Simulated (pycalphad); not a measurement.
Source of the numbers: pycalphad with the COST 507 light-alloy database (1999); pressure 1 atm. The data set is of 1999 and partly superseded. Amounts are mole fractions of atoms.

Task: Give the equilibrium state of Si-13.51Cu (wt.%) at 502 °C.

Result: diamond (Si), fraction 0.915, with no Cu wt.%; CU19SI6_ETA, fraction 0.085, with 87.8 Cu wt.%.

Task: Give the equilibrium state of Si-13.51Cu (wt.%) at 1202 °C.

Result: 
```
T = 1475.00 K, P = 101325 Pa, N = 1 mol of atoms
G = -58614 J/mol, H = 36594 J/mol, S = 64.55 J/(mol K)  (SER reference)
chemical potentials (J/mol): Si -55512, Cu -103529
phase             fraction      x(Si)      x(Cu)
DIAMOND_A4          0.8019     1.0000       none
LIQUID              0.1981     0.6739     0.3261
```

Database names, with the compositions (at.%) that they take in these runs: CU19SI6_ETA: Cu 76 Si 24. DIAMOND_A4 is diamond (Si). An entry "none" or "no" means that the model of the phase leaves that element out.
